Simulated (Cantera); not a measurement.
# Ignition delay

Mixture: 12.0 % CH4, 3.49 % CO, 10.5 % O2, 69.4 % N2, 4.58 % CO2, at 2.17 atm, adiabatic and at constant volume. Ignition delay is the time to a rise of 400 K.

Detailed kinetics in Cantera: GRI-Mech 3.0 (53 species, 325 reactions).

```csv
T0 (K),delay (ms)
1173,140
1273,32.2
1373,8.39
1473,2.42
1573,0.784
1673,0.291
1773,0.125
1873,0.0613
```

```yaml
apparent activation energy between 1673 and 1873 K: 200 kJ/mol
```
